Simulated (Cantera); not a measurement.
Charge: 1 mol toluene, 0.023 mol H₂O, held at 11.0 Pa.

Cantera equilibrium calculation (NASA polynomials, part measured and part estimated; ideal gas, pure solids and liquids). Candidate condensed phases: C, C₆H₆, C₇H₈, C₈H₁₈, H₂O; 110 gas species. Kinetics and transport are ignored.

log p: log10 of the partial pressure in bar; n: condensed amount in mol.

| T (K) | log p H | log p H₂ | log p C₃ | log p C | log p C₂ | log p CO | n C(graphite) |
|---|---|---|---|---|---|---|---|
| 2223 | -4.31 | -4.22 | -8.42 | -8.64 | -9.47 | -6.31 | 6.96 |
| 2323 | -4.16 | -4.40 | -7.59 | -7.92 | -8.64 | -6.37 | 6.95 |
| 2423 | -4.07 | -4.63 | -6.84 | -7.25 | -7.88 | -6.42 | 6.92 |
| 2523 | -4.02 | -4.92 | -6.15 | -6.64 | -7.18 | -6.46 | 6.78 |
| 2623 | -4.00 | -5.25 | -5.51 | -6.08 | -6.54 | -6.50 | ___ |
| 2723 | -4.04 | -5.66 | -4.92 | -5.56 | -5.94 | -6.56 | ___ |
| 2823 | -4.10 | -6.09 | -4.71 | -5.18 | -5.61 | -6.63 | ___ |

Q: Fill in the missing entries.

A: 
- 2623, n C(graphite): 6.16
- 2723, n C(graphite): 3.46
- 2823, n C(graphite): 0
